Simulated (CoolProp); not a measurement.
Model: reference Helmholtz-energy equation of state, Leachman 2009, in CoolProp.

Task: For normal hydrogen, give the phase and the cp (kJ/(kg K)), expansivity (1/kK) at -239.55 °C and 150 kPa.

Result: 
- -239.55 °C and 150 kPa: gas; cp 10.9, expansivity 32.9
